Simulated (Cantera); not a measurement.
Input: 1 mol Si(CH3)4, 0.086 mol CH4, 21 mol H2, held at 1750 K and 1.33 mbar.

Cantera equilibrium calculation (NASA polynomials, part measured and part estimated; ideal gas, pure solids and liquids). Candidate condensed phases: C, C6H6, C7H8, C8H18, Si, SiC; 87 gas species. The numbers say what is thermodynamically allowed, not how fast it happens.

Base state: H2 0.994, H 0.00635, C2H2 (acetylene) 0.000114, Si 2.14e-5 (mole fractions); condensed: C(graphite) + SiC(s).

**Question.** What changes in the equilibrium state with this change: temperature from 1750 K to 2048 K?

**Answer.** 
| species | before | after |
|---|---|---|
| H2 | 0.994 | 0.936 |
| H | 0.00635 | 0.0593 |
| Si | 2.14e-5 | 0.00370 |
| SiC2 | 2.31e-7 | 0.000190 |
| Si2C | 1.73e-7 | 0.000123 |
| SiH | 1.03e-6 | 7.93e-5 |
| C2H2 (acetylene) | 0.000114 | 0.000981 |
| C(graphite), mol | 3.08 | 3.14 |
| SiC(s), mol | 0.999 | 0.881 |

**Question.** What changes in the equilibrium state with this change: Si(CH3)4 replaced by (CH3)2SiCl2?

**Answer.** 
| species | before | after |
|---|---|---|
| H2 | 0.994 | 0.915 |
| HCl | 0 | 0.0779 |
| H | 0.00635 | 0.00609 |
| SiCl2 | 0 | 0.000420 |
| Cl | 0 | 0.000400 |
| C2H2 (acetylene) | 0.000114 | 0.000105 |
| Si | 2.14e-5 | 2.14e-5 |
| C(graphite), mol | 3.08 | 1.09 |
| SiC(s), mol | 0.999 | 0.989 |
The feed counts by its element totals alone.
